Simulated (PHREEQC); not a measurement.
## Nickel, zinc or cadmium bath: an equilibrium model

Consider water at 25 °C with 67 mmol/kgw NiSO4, 0.062 mmol/kgw NaCl and 1.3 mmol/kgw HCl. Closed to the air; pH follows from the charge balance.

Computed with PHREEQC (ion-association model, wateq4f.dat).

Each row changes one thing in this solution. This is a speciation only: nothing precipitates in the calculation.

```json
[
 {"case": "as made", "pH": "3.33", "ionic strength (mol/kgw)": "0.153", "Na+ (mol/kgw)": "5.85e-5", "SI of Halite (NaCl)": "-8.95"},
 {"case": "HCl from 0.0013 to 0.013 mol/kgw", "pH": "2.31", "ionic strength (mol/kgw)": "0.161", "Na+ (mol/kgw)": "5.89e-5", "SI of Halite (NaCl)": "-7.97"},
 {"case": "temperature from 25 to 60 °C", "pH": "3.55", "ionic strength (mol/kgw)": "0.145", "Na+ (mol/kgw)": "5.82e-5", "SI of Halite (NaCl)": "-9.03"},
 {"case": "HCl left out", "pH": "6.04", "ionic strength (mol/kgw)": "0.152", "Na+ (mol/kgw)": "5.84e-5", "SI of Halite (NaCl)": "-10.29"},
 {"case": "NiSO4 left out", "pH": "2.90", "ionic strength (mol/kgw)": "0.00136", "Na+ (mol/kgw)": "6.20e-5", "SI of Halite (NaCl)": "-8.69"},
 {"case": "NaCl from 6.2e-05 to 3.1e-05 mol/kgw", "pH": "3.33", "ionic strength (mol/kgw)": "0.153", "Na+ (mol/kgw)": "2.92e-5", "SI of Halite (NaCl)": "-9.26"}
]
```

At this temperature some constants are extrapolated from 25 °C, and those without enthalpy data are left unchanged.
